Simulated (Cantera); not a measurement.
**Low-pressure radical oxidation in H2/O2**

A perfectly stirred reactor is fed with 15.1 % H2, 84.9 % O2, equivalence ratio 0.089, at 3.90 Torr; it is held at 1423 K, and followed from long to short residence time.

Cantera simulation using the H2/O2 subset of GRI-Mech 3.0, which has no nitrogen chemistry; the numbers are that mechanism's predictions, not measurements. Radical loss at walls, strong at low pressure, is not modelled. The temperature is held fixed by assumption; the heat of reaction is taken as removed at once.

```csv
τ (s),x H2,x O2,x O,x OH,x HO2,x H,x H2O2
16,0.000315,0.832,0.00328,0.00357,5.69e-7,0.000309,2.30e-8
3.9,0.000782,0.826,0.00824,0.00562,9.63e-7,0.00123,3.49e-8
0.98,0.00179,0.813,0.0193,0.00845,1.38e-6,0.00439,4.81e-8
0.24,0.00361,0.789,0.0401,0.0118,1.65e-6,0.0131,5.78e-8
0.061,0.00556,0.763,0.0626,0.0142,1.71e-6,0.0256,6.01e-8
0.015,0.00752,0.749,0.0737,0.0155,1.70e-6,0.0338,6.10e-8
0.0038,0.0121,0.749,0.0719,0.0169,1.69e-6,0.0371,6.67e-8
0.00095,0.0275,0.763,0.0578,0.0191,1.63e-6,0.0371,7.78e-8
0.00024,0.0767,0.799,0.0291,0.0162,1.29e-6,0.0249,6.25e-8
```
x: mole fraction; the columns are a selection and need not sum to one.
